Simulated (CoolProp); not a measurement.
The numbers come from the reference Helmholtz-energy equation of state, Lemmon 2009 in CoolProp.

Question: For propane, give the phase and the Z, cv (kJ/(kg K)), speed of sound (m/s), fugacity coefficient at 371.2 K and 22.9 bar; 398.2 K and 22.9 bar; 425.2 K and 22.9 bar.

Answer: 
- 371.2 K and 22.9 bar: gas; Z 0.788, cv 1.90, speed of sound 230, fugacity coefficient 0.823
- 398.2 K and 22.9 bar: gas; Z 0.841, cv 1.99, speed of sound 250, fugacity coefficient 0.860
- 425.2 K and 22.9 bar: gas; Z 0.876, cv 2.09, speed of sound 266, fugacity coefficient 0.887
